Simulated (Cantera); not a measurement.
# Stirred combustor or abatement burner

A perfectly stirred reactor is fed with 11.7 % CH₄, 0.689 % C₂H₆, 18.4 % O₂, 69.2 % N₂, at 7500 Torr; it is adiabatic with a 675 K inlet, and is followed from long to short residence time, starting on the burning branch (τ in s: 0.028, 0.014, 0.0068, 0.0034, 0.0017, 0.00085, 0.00042, 0.00021, 0.0001, 5.2e-05, 2.6e-05, 1.3e-05).

Cantera simulation using GRI-Mech 3.0 (53 species, 325 reactions); the numbers are that mechanism's predictions, not measurements.

```
τ (s)    T (K)     x CH₄   x C₂H₆      x O₂   x CO₂    x C₂H₂    x CH₂    x NO₂
-------  -----  --------  -------  --------  ------  --------  -------  -------
0.028     2262  0.000101  3.08e-8   4.70e-5  0.0434   6.26e-6  3.24e-7  1.84e-9
0.014     2261  0.000180  6.59e-8   8.68e-5  0.0435   1.54e-5  6.25e-7  2.38e-9
0.0068    2260  0.000320  1.51e-7  0.000166  0.0435   4.04e-5  1.22e-6  3.05e-9
0.0034    2259  0.000541  3.44e-7  0.000312  0.0436   9.93e-5  2.28e-6  3.81e-9
0.0017    2257  0.000875  7.94e-7  0.000584  0.0436  0.000225  4.13e-6  4.72e-9
0.00085   2253   0.00134  1.81e-6   0.00108  0.0436  0.000448  7.21e-6  5.84e-9
0.00042   2245   0.00196  4.12e-6   0.00199  0.0433  0.000783  1.22e-5  7.25e-9
0.00021   2229   0.00280  9.31e-6   0.00364  0.0424   0.00120  1.92e-5  8.79e-9
0.00010   2192   0.00426  2.46e-5   0.00719  0.0401   0.00175  2.86e-5  1.01e-8
5.2e-5    2105   0.00771  8.90e-5    0.0159  0.0346   0.00240  3.18e-5  8.88e-9
2.6e-5     675     0.117  0.00689     0.184  <1e-12    <1e-12   <1e-12   <1e-12
1.3e-5     675     0.117  0.00689     0.184  <1e-12    <1e-12   <1e-12   <1e-12
```
x: mole fraction; the columns are a selection and need not sum to one.
